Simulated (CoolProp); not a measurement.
Aqueous lithium chloride as a coolant, 12 % by mass, freezing at -16.1 °C, 1 atm.

Values from CoolProp's Melinder's fits for secondary coolants.

```
T (°C)  Prandtl number  viscosity (mPa s)  conductivity (W/(m K))  density (kg/m³)
------  --------------  -----------------  ----------------------  ---------------
-7.1              21.9               3.30                   0.529             1072
-2.9              18.7               2.85                   0.535             1072
1.3               16.2               2.49                   0.541             1071
5.5               14.2               2.20                       …             1071
9.7               12.5               1.96                   0.554                …
13.9              11.2               1.76                       …             1069
18.1              10.0               1.59                   0.566             1068
22.3              9.05               1.44                       …             1067
26.6              8.18               1.32                   0.579             1066
30.8              7.43               1.21                   0.585             1064
```

Task: Some entries are withheld; supply them.

Result: 
- 5.5, conductivity (W/(m K)): 0.547
- 9.7, density (kg/m³): 1070
- 13.9, conductivity (W/(m K)): 0.560
- 22.3, conductivity (W/(m K)): 0.572
